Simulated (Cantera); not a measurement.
A Cantera script and what it prints.

```python
import numpy as np
import cantera as ct

gas_names = """
    Cr CrO CrO2 CrO3 H HO2 H2 H2O H2O2 O OH O2 O3
""".split()
cond_names = """
    Cr(cr) Cr(L) Cr2O3(s) Cr2O3(L) H2O(s) H2O(L)
""".split()


# ... load() reads the species with a 1 bar reference pressure and builds the phases ...
atoms = {
    'Cr': {'Cr': 1},
    'H2O': {'H': 2, 'O': 1},
    'H2': {'H': 2},
}
top_T = {}  # K; cautious upper limits of use, not melting points


# ... equilibrate(T, P, feed) seeds the gas with the atoms and calls Mixture.equilibrate('TP', solver="vcs", rtol=1e-11, max_steps=5000) ...
results = []
feed = {'Cr': 1, 'H2O': 0.12, 'H2': 5.1}  # mol
P = 100000  # Pa
for T in [2173, 2198, 2223, 2248, 2273, 2298, 2323, 2348, 2373, 2398, 2423, 2448, 2473]:
    mix = equilibrate(T, P, feed)
    results.append((T, P, feed, dict(zip(mix.species_names, mix.species_moles))))
    x = sorted(zip(gas.X, gas.species_names), reverse=True)
    print(f"T = {T:g} K  P = {P:g} Pa  gas = {mix.phase_moles(0):.4g} mol")
    print("   x: " + "  ".join(f"{s} {v:.3e}" for v, s in x if v > 1e-06))
    print("   condensed (mol): " + ("  ".join(f"{mix.phase(i).name} {mix.phase_moles(i):.4g}"
          for i in range(1, mix.n_phases) if mix.phase_moles(i) > 1e-12) or "none"))
```

Output:

```
T = 2173 K  P = 100000 Pa  gas = 5.268 mol
   x: H2 9.659e-01  H2O 2.264e-02  Cr 6.604e-03  H 4.742e-03  CrO 1.250e-04  OH 1.488e-05  CrO2 1.001e-06
   condensed (mol): Cr(L) 0.9645
T = 2198 K  P = 100000 Pa  gas = 5.279 mol
   x: H2 9.636e-01  H2O 2.255e-02  Cr 8.222e-03  H 5.466e-03  CrO 1.591e-04  OH 1.780e-05  CrO2 1.264e-06
   condensed (mol): Cr(L) 0.9557
T = 2223 K  P = 100000 Pa  gas = 5.292 mol
   x: H2 9.609e-01  H2O 2.245e-02  Cr 1.019e-02  H 6.279e-03  CrO 2.012e-04  OH 2.119e-05  CrO2 1.586e-06
   condensed (mol): Cr(L) 0.945
T = 2248 K  P = 100000 Pa  gas = 5.307 mol
   x: H2 9.576e-01  H2O 2.233e-02  Cr 1.255e-02  H 7.189e-03  CrO 2.530e-04  OH 2.511e-05  CrO2 1.977e-06
   condensed (mol): Cr(L) 0.932
T = 2273 K  P = 100000 Pa  gas = 5.326 mol
   x: H2 9.539e-01  H2O 2.218e-02  Cr 1.540e-02  H 8.204e-03  CrO 3.162e-04  OH 2.962e-05  CrO2 2.449e-06
   condensed (mol): Cr(L) 0.9163
T = 2298 K  P = 100000 Pa  gas = 5.348 mol
   x: H2 9.494e-01  H2O 2.201e-02  Cr 1.880e-02  H 9.332e-03  CrO 3.929e-04  OH 3.477e-05  CrO2 3.015e-06
   condensed (mol): Cr(L) 0.8973
T = 2323 K  P = 100000 Pa  gas = 5.374 mol
   x: H2 9.442e-01  Cr 2.286e-02  H2O 2.180e-02  H 1.058e-02  CrO 4.854e-04  OH 4.062e-05  CrO2 3.688e-06
   condensed (mol): Cr(L) 0.8745
T = 2348 K  P = 100000 Pa  gas = 5.405 mol
   x: H2 9.382e-01  Cr 2.766e-02  H2O 2.155e-02  H 1.196e-02  CrO 5.962e-04  OH 4.723e-05  CrO2 4.481e-06
   condensed (mol): Cr(L) 0.8472
T = 2373 K  P = 100000 Pa  gas = 5.442 mol
   x: H2 9.311e-01  Cr 3.334e-02  H2O 2.126e-02  H 1.348e-02  CrO 7.280e-04  OH 5.464e-05  CrO2 5.408e-06
   condensed (mol): Cr(L) 0.8146
T = 2398 K  P = 100000 Pa  gas = 5.486 mol
   x: H2 9.230e-01  Cr 4.002e-02  H2O 2.091e-02  H 1.514e-02  CrO 8.838e-04  OH 6.288e-05  CrO2 6.481e-06
   condensed (mol): Cr(L) 0.7756
T = 2423 K  P = 100000 Pa  gas = 5.538 mol
   x: H2 9.135e-01  Cr 4.785e-02  H2O 2.051e-02  H 1.695e-02  CrO 1.067e-03  OH 7.197e-05  CrO2 7.709e-06
   condensed (mol): Cr(L) 0.7291
T = 2448 K  P = 100000 Pa  gas = 5.6 mol
   x: H2 9.027e-01  Cr 5.699e-02  H2O 2.005e-02  H 1.891e-02  CrO 1.279e-03  OH 8.190e-05  CrO2 9.098e-06  O 1.139e-06
   condensed (mol): Cr(L) 0.6736
T = 2473 K  P = 100000 Pa  gas = 5.672 mol
   x: H2 8.902e-01  Cr 6.763e-02  H 2.104e-02  H2O 1.952e-02  CrO 1.524e-03  OH 9.263e-05  CrO2 1.065e-05  O 1.447e-06
   condensed (mol): Cr(L) 0.6076
```

Method: chemical equilibrium by Gibbs-energy minimisation in Cantera with the NASA 1993 tables (ideal gas, pure condensed phases).
